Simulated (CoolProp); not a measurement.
Vapour-liquid equilibrium of propylene (1) + R115 (2) at 198 K; x and y are mole fractions of (1).

The numbers come from the multi-fluid Helmholtz-energy mixture model, Lemmon 2013 and Lemmon 2016; pair parameters Bell 2016 in CoolProp.

Give the bubble pressure and the first vapour's composition at x = 0.125, 0.275, 0.725. Is there an azeotrope?

x = 0.125: 0.1984 bar, y = 0.358; x = 0.275: 0.2399 bar, y = 0.536; x = 0.725: 0.2723 bar, y = 0.719. y crosses x between x = 0.65 and 0.725: the model has an azeotrope there.

The pair parameters rest on a limited set of measurements; away from them the model extrapolates.
